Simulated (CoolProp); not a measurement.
Vapour-liquid equilibrium of CH2F2 (R32) (1) + R152A (2) at 317.3 K; x and y are mole fractions of (1).

Computed with CoolProp (multi-fluid Helmholtz-energy mixture model, Tillner-Roth 1997 and Outcalt 1996; pair parameters Bell 2016).

Question: Give the bubble pressure and the first vapour's composition at x = 0.05, 0.8, 0.95. Is there an azeotrope?

Answer: x = 0.05: 1.091 MPa, y = 0.102; x = 0.8: 2.348 MPa, y = 0.882; x = 0.95: 2.638 MPa, y = 0.972. No azeotrope shows between x = 0.05 and 0.95.

Pair parameters are fitted to limited data, so mixtures are less certain than the pure fluids.
